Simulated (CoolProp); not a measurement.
Tetrahydrofuran at 293.15 K and 0.0147 MPa is throttled through a valve to 0.00388 MPa with no heat exchange. Each further row changes one setting.

The numbers come from the reference Helmholtz-energy equation of state, Fiedler 2023 in CoolProp.

```json
[
 {"case": "as stated", "temperature change (K)": "-0.4", "final density (kg/m³)": "(withheld)"},
 {"case": "outlet pressure 0.00116 MPa", "temperature change (K)": "(withheld)", "final density (kg/m³)": "(withheld)"},
 {"case": "outlet pressure 0.00504 MPa", "temperature change (K)": "-0.4", "final density (kg/m³)": "(withheld)"}
]
```

Q: What belongs in the gaps?

A: 
- as stated, final density (kg/m³): 0.115
- outlet pressure 0.00116 MPa, temperature change (K): -0.5
- outlet pressure 0.00116 MPa, final density (kg/m³): 0.0344
- outlet pressure 0.00504 MPa, final density (kg/m³): 0.150
